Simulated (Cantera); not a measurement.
# Thermodynamics of silicon etching in halogen gases, feed Si + Cl₂

Charge: 1 mol Si, 2.2 mol Cl₂, equilibrated at 998 K and 7.60e-5 bar.

Equilibrium computed with Cantera from the NASA thermochemical tables; the gas is ideal and each condensed phase is pure. Candidate condensed phases: Si; 9 gas species. Kinetics and transport are ignored.

```yaml
x(SiCl₄): 0.826
x(Cl₂): 0.157
x(Cl): 0.0171
gas_amount: 1.210 mol
log10 activity of Si(s) (absent): -22.15
```
